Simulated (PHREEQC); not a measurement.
Dissolve 0.0071 mol HF, 0.0086 mol NaF and 0.0009 mol H3PO4 per kg of water at 25 °C. Closed to the air; pH follows from the charge balance.

The numbers come from PHREEQC with the ion-association model, wateq4f.dat.

Precipitation was switched off in this run.

Problem. What pH does the model give?

Solution. pH 3.21.

Problem. In which forms is P present?

Solution. H2PO4- 92 %, H3PO4 7.6 % of the P.

H3PO4, which wateq4f.dat lacks, is added to it with the constant of phreeqc.dat.
